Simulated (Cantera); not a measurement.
Feed: 1 mol Ta2O5, 1.3 mol CH4, 7.6 mol H2, at 752 °C and 7.50 Torr.

Method: chemical equilibrium by Gibbs-energy minimisation in Cantera with the NASA 1993 tables (ideal gas, pure condensed phases). Candidate condensed phases: C, C6H6, C7H8, C8H18, H2O, Ta, TaC, Ta2O5; 113 gas species. Mutual solubility and eutectic melting of coexisting phases are not modelled. TaC: taken at fixed stoichiometry. Condensed phases not in the tables: Ta2C. Equilibrium is a limit: real reactors are often held back by kinetics, nucleation or transport.

Base state: H2 0.916, CO 0.0830, CH4 0.000600, H2O 0.000207, CO2 2.44e-5 (mole fractions); condensed: TaC(s) + Ta2O5(s).

Question: What changes in the equilibrium state with this change: temperature from 752 °C to 1927 °C?

Answer: 
| species | before | after |
|---|---|---|
| H2 | 0.916 | 0.833 |
| CO | 0.0830 | 0.110 |
| H | 4.17e-8 | 0.0514 |
| TaO2 | <1e-9 | 0.00203 |
| CH4 | 0.000600 | <1e-9 |
| TaO | <1e-9 | 0.000423 |
| TaC(s), mol | 0.370 | 0 |
| Ta2O5(s), mol | 0.815 | 0 |
| Ta(s), mol | 0 | 0.527 |
| Ta2O5(l), mol | 0 | 0.722 |
Condensed phases not in the tables: Ta2C, N, O or C dissolved in the metal.

Question: What changes in the equilibrium state with this change: Ta2O5 replaced by MgO?

Answer: 
```tsv
species	before	after
H2	0.916	0.999
CH4	0.000600	0.000734
CO	0.0830	6.96e-7
H2O	0.000207	1.84e-9
CO2	2.44e-5	<1e-9
TaC(s), mol	0.370	0
Ta2O5(s), mol	0.815	0
C(graphite), mol	0	1.29
MgO(s), mol	0	1.000
```
Further candidate phases: Mg, MgCO3, MgO, Mg(OH)2.
